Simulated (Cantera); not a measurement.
Charge: 1 mol SiH₂Cl₂, a varied amount of NO, 4.5 mol H₂, equilibrated at 725 K and 1.70 mbar.

Method: chemical equilibrium by Gibbs-energy minimisation in Cantera with the NASA 1993 tables (ideal gas, pure condensed phases). Candidate condensed phases: H₂O, NH₄Cl, Si, SiO₂, Si₂N₂O, Si₃N₄; 47 gas species. Equilibrium is a limit: real reactors are often held back by kinetics, nucleation or transport.

### Question
Which condensed phases are stable at each of these points (n(NO) (mol)): 1.9, 2.3, 2.7, 3.3, 4, 4.8, 5.8, 7, 8.4, 10, 12, 15?

### Answer
| n(NO) (mol) | condensed phases | Si condensed (%) |
|---|---|---|
| 1.9 | SiO₂(α-quartz) + Si₂N₂O(s) | 100.0 |
| 2.3 | SiO₂(α-quartz) | 100.0 |
| 2.7 | SiO₂(α-quartz) | 100.0 |
| 3.3 | SiO₂(α-quartz) | 100.0 |
| 4 | SiO₂(α-quartz) | 100.0 |
| 4.8 | SiO₂(α-quartz) | 100.0 |
| 5.8 | SiO₂(α-quartz) | 100.0 |
| 7 | SiO₂(α-quartz) | 100.0 |
| 8.4 | SiO₂(α-quartz) | 100.0 |
| 10 | SiO₂(α-quartz) | 100.0 |
| 12 | SiO₂(α-quartz) | 100.0 |
| 15 | SiO₂(α-quartz) | 100.0 |

At 1.9 mol NO the condensed part is SiO₂(α-quartz) + Si₂N₂O(s). From 2.3 mol NO to 15 mol NO the condensed part is SiO₂(α-quartz).
